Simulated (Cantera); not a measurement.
Feed: 1 mol Al(CH3)3, 11 mol N2O, 12 mol H2, at 0.133 bar.

Cantera equilibrium calculation (NASA polynomials, part measured and part estimated; ideal gas, pure solids and liquids). Candidate condensed phases: Al, AlN, Al2O3, C, C6H6, C7H8, C8H18, H2O; 148 gas species. The feed counts by its element totals alone. Gases not in the tables: Al(OH)3. The numbers say what is thermodynamically allowed, not how fast it happens.

x: gas mole fraction; n: condensed amount in mol.

| T (K) | x N2 | x H2 | x H2O | x CO | x CH4 | x CO2 | x H | n Al2O3(s) |
|---|---|---|---|---|---|---|---|---|
| 625 | 0.420 | 0.168 | 0.298 | 0.000865 | 0.0818 | 0.0318 | <1e-12 | 0.500 |
| 825 | 0.363 | 0.379 | 0.159 | 0.0385 | 0.00268 | 0.0577 | [?] | 0.500 |
| 1025 | 0.361 | 0.366 | 0.175 | 0.0606 | 5.85e-6 | 0.0377 | [?] | 0.500 |
| 1225 | 0.361 | 0.354 | 0.187 | 0.0723 | 7.86e-8 | 0.0260 | [?] | 0.500 |
| 1425 | 0.361 | 0.347 | 0.194 | 0.0790 | 3.47e-9 | 0.0194 | [?] | 0.500 |
| 1625 | 0.361 | 0.343 | 0.198 | 0.0830 | 3.32e-10 | 0.0154 | [?] | 0.500 |
| 1825 | 0.361 | 0.340 | 0.200 | 0.0855 | 5.35e-11 | 0.0128 | [?] | 0.500 |

### Question
Complete the blanks.

### Answer

- 825, x H: 1.34e-11
- 1025, x H: 7.21e-9
- 1225, x H: 5.08e-7
- 1425, x H: 1.10e-5
- 1625, x H: 0.000113
- 1825, x H: 0.000704
